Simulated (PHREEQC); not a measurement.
Synthetic water in mmol/kgw, 25 °C, pH 7.29:

```tsv
constituent	mmol/kgw
Na	129
K	42.3
Ca	18.7
Mg	20.9
Cl	199
S(6)	11.7
Alkalinity (meq/kgw)	0.0172
Sr	0.0513
```

Valence states are taken as typed.

Computed with PHREEQC (Pitzer model, pitzer.dat).

Precipitation was switched off in this run.

**Question.** Predict the activity of water.

**Answer.** activity of water 0.993.

**Question.** In which forms is C present?

**Answer.** HCO3- 92 %, CO2 7.3 % of the C.

Complexes and solids missing from the database can't appear.
